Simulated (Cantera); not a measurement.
**Oxide etching and cleaning by halides: MgO + Cl2 + N2**

Input: 1 mol MgO, 22 mol Cl2, 16 mol N2, equilibrated at 86.0 mbar.

Method: chemical equilibrium by Gibbs-energy minimisation in Cantera with the NASA 1993 tables (ideal gas, pure condensed phases). Candidate condensed phases: Mg, MgCl2, MgO; 18 gas species. Equilibrium is a limit: real reactors are often held back by kinetics, nucleation or transport.

From 1050 K to 1150 K the condensed part is MgO(s). From 1175 K to 1225 K nothing is condensed. The main Mg-bearing gas is MgCl2 throughout.

| T (K) | log p Cl2 | log p N2 | log p MgCl2 | log p Cl | log p O2 | log p NO | n MgO(s) |
|---|---|---|---|---|---|---|---|
| 1050 | -1.31 | -1.44 | -3.27 | -3.76 | -3.58 | -6.40 | 0.764 |
| 1075 | -1.31 | -1.44 | -3.12 | -3.61 | -3.42 | -6.21 | 0.662 |
| 1100 | -1.32 | -1.44 | -2.97 | -3.48 | -3.27 | -6.04 | 0.525 |
| 1125 | -1.32 | -1.45 | -2.83 | -3.35 | -3.14 | -5.87 | 0.344 |
| 1150 | -1.33 | -1.45 | -2.70 | -3.23 | -3.00 | -5.72 | 0.109 |
| 1175 | -1.33 | -1.45 | -2.65 | -3.11 | -2.95 | -5.60 | 0 |
| 1200 | -1.34 | -1.45 | -2.65 | -2.99 | -2.96 | -5.52 | 0 |
| 1225 | -1.34 | -1.45 | -2.65 | -2.88 | -2.96 | -5.44 | 0 |
log p: log10 of the partial pressure in bar; n: condensed amount in mol.
